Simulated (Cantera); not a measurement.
Charge: 1 mol Si, 2.1 mol Cl₂, 17 mol H₂, held at 1280 Torr.

Equilibrium computed with Cantera from the NASA thermochemical tables; the gas is ideal and each condensed phase is pure. Candidate condensed phases: Si; 19 gas species. The tables' values for SiCl₃ are old estimates; treat these amounts as uncertain. Equilibrium is a limit: real reactors are often held back by kinetics, nucleation or transport.

x: gas mole fraction; nothing condenses.

```tsv
T (°C)	x H₂	x HCl	x SiCl₄	x SiHCl₃	x SiCl₂	x SiCl₃
275	0.934	0.0111	0.0552	3.33e-5	<1e-12	1.09e-11
375	0.933	0.0114	0.0549	(withheld)	<1e-12	4.36e-9
475	0.932	0.0128	0.0535	0.00172	3.32e-10	3.07e-7
575	0.929	0.0159	0.0504	0.00477	6.16e-8	6.56e-6
675	0.924	(withheld)	(withheld)	(withheld)	(withheld)	6.31e-5
775	0.918	0.0268	0.0402	0.0141	5.70e-5	0.000354
875	0.911	0.0341	0.0339	0.0181	0.000572	0.00133
975	0.901	0.0442	0.0270	0.0194	0.00322	0.00347
1075	0.887	0.0588	0.0192	0.0164	0.0104	0.00632
```

Q: What belongs in the gaps?

A: 
- 675, x HCl: 0.0207
- 675, x SiCl₄: 0.0458
- 675, x SiHCl₃: 0.00920
- 675, x SiCl₂: 2.94e-6
- 375, x SiHCl₃: 0.000351
